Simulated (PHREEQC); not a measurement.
Consider water at 75 °C with 0.058 mol CuCl2, 6.6e-05 mol HBF4 and 0.0024 mol Na2SO4 per kg of water. Closed to the air; pH follows from the charge balance.

Equilibrium calculation in PHREEQC: ion-association model, phreeqc.dat.

The ionic strength comes out as 0.129 mol/kgw. What activity coefficients do Cu2(OH)2+2, Cl-, CuCl+, NaSO4-, Cu+2 get?

Cu2(OH)2+2 0.31, Cl- 0.73, CuCl+ 0.73, NaSO4- 0.75, Cu+2 0.34.

Precipitation was switched off in this run. Away from 25 °C the constants follow the database's enthalpies or fits; those with neither stay at their 25 °C values. Real BF4- forms and hydrolyses slowly; the run takes it at equilibrium.
